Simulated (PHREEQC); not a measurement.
Dissolve 0.084 mmol/kgw NaAlO2 and 0.77 mmol/kgw K2CO3 at 25 °C. Closed to the air; pH follows from the charge balance.

All values are PHREEQC results (ion-association model, phreeqc.dat), not measurements.

Task: The ionic strength comes out as 0.00209 mol/kgw. What activity coefficients do HCO3-, Al(OH)4-, Na+, CO3-2, OH- get?

Result: HCO3- 0.95, Al(OH)4- 0.95, Na+ 0.95, CO3-2 0.82, OH- 0.95.

Precipitation was switched off in this run.
